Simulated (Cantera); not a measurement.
An isothermal, constant-pressure homogeneous reactor starts with NO : N₂ = 1 : 0.26 (molar parts), at 2223 K and 0.0440 bar. Integrator tolerance rtol = 1e-08.

Cantera simulation using GRI-Mech 3.0 (53 species, 325 reactions); the numbers are that mechanism's predictions, not measurements. Radical loss at walls, strong at low pressure, is not modelled.

### Question
What does this change do: temperature 2223 to 1700 K?

### Answer
```
quantity                                           before                                     after
----------------  ---------------------------------------  ----------------------------------------
x(NO) at 3.00 s     0.0191 (gas-phase equilibrium 0.0156)     0.778 (gas-phase equilibrium 0.00349)
x(N₂) at 3.00 s       0.591 (gas-phase equilibrium 0.593)       0.214 (gas-phase equilibrium 0.601)
x(O₂) at 3.00 s       0.381 (gas-phase equilibrium 0.383)     0.00775 (gas-phase equilibrium 0.395)
x(N₂O) at 3.00 s  1.84e-7 (gas-phase equilibrium 1.58e-7)  0.000213 (gas-phase equilibrium 3.74e-8)
x(O) at 3.00 s    0.00925 (gas-phase equilibrium 0.00927)  3.15e-5 (gas-phase equilibrium 0.000135)
```

### Question
What does this change do: N2 0.26 to 0.97 parts?

### Answer
| quantity | before | after |
|---|---|---|
| x(NO) at 3.00 s | 0.0191 (gas-phase equilibrium 0.0156) | 0.0174 (gas-phase equilibrium 0.0139) |
| x(N₂) at 3.00 s | 0.591 (gas-phase equilibrium 0.593) | 0.735 (gas-phase equilibrium 0.737) |
| x(O₂) at 3.00 s | 0.381 (gas-phase equilibrium 0.383) | 0.240 (gas-phase equilibrium 0.242) |
| x(N₂O) at 3.00 s | 1.84e-7 (gas-phase equilibrium 1.58e-7) | 1.83e-7 (gas-phase equilibrium 1.56e-7) |
| x(O) at 3.00 s | 0.00925 (gas-phase equilibrium 0.00927) | 0.00735 (gas-phase equilibrium 0.00738) |
